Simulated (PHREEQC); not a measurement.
A made-up water analysis in mg/L, 25 °C, pH 2.53, pe 12.7:

```tsv
constituent	mg/L
Na	127
K	647
Ca	312
Mg	206
Cl	705
S(6) as SO4	1950
Mn(2)	2.33
```

Valence states are taken as typed.

The numbers come from PHREEQC with the ion-association model, wateq4f.dat.

Precipitation was switched off in this run.

Question: Predict the ionic strength, charge-balance error.

Answer: ionic strength 0.0706 mol/kgw; charge-balance error -0.4 %.

Question: In which forms is Ca present?

Answer: Ca+2 69 %, CaSO4 30 %, CaHSO4+ 0.7 % of the Ca.
